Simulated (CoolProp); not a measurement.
Saturation properties of tetrahydrofuran (Tc = 267.0 °C, pc = 5.304 MPa, ω = 0.234).

The numbers come from the reference Helmholtz-energy equation of state, Fiedler 2023 in CoolProp.

| T (°C) | p (MPa) | liquid density (kg/m³) | enthalpy of vaporisation (kJ/kg) |
|---|---|---|---|
| 136.65 | 0.6423 | 747.3 | 356.6 |
| 146.45 | 0.7858 | 733.6 | 346.7 |
| 156.25 | 0.9518 | 719.5 | 336.2 |
| 166.05 | 1.143 | 704.7 | [?] |
| 175.85 | 1.361 | 689.3 | 313.1 |
| 185.65 | 1.608 | 673.0 | [?] |
| 195.45 | 1.888 | 655.7 | 286.4 |
| 205.25 | [?] | 637.1 | 271.0 |
| 215.05 | 2.555 | 616.8 | 254.0 |
| 224.85 | [?] | 594.1 | 234.6 |
| 234.65 | 3.393 | 568.0 | 212.0 |
| 244.55 | 3.895 | 535.9 | 183.8 |
| 254.35 | 4.455 | 493.0 | 146.1 |

Problem. Some entries are withheld; supply them.

Solution. 
- 166.05, enthalpy of vaporisation (kJ/kg): 325.1
- 185.65, enthalpy of vaporisation (kJ/kg): 300.3
- 205.25, p (MPa): 2.202
- 224.85, p (MPa): 2.951

It boils at 65.9 °C under 1 atm.
